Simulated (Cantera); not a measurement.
Ignition delay

Mixture: C3H8 : O2 : N2 = 1 : 10 : 33 (molar parts), equivalence ratio 0.50, at 1730 Torr, adiabatic and at constant volume. Ignition delay is the time to a rise of 400 K.

Cantera simulation using GRI-Mech 3.0 (53 species, 325 reactions); the numbers are that mechanism's predictions, not measurements. GRI-Mech 3.0 was tuned for natural gas; its chemistry of propane as a main component is partial and can be far from experiment.

| T0 (K) | delay (ms) |
|---|---|
| 1175 | 5.52 |
| 1225 | 2.05 |
| 1275 | 0.816 |
| 1325 | 0.354 |
| 1375 | 0.168 |
| 1425 | 0.0872 |
| 1475 | 0.0493 |
| 1525 | 0.0301 |

```yaml
apparent activation energy between 1425 and 1525 K: 190 kJ/mol
```
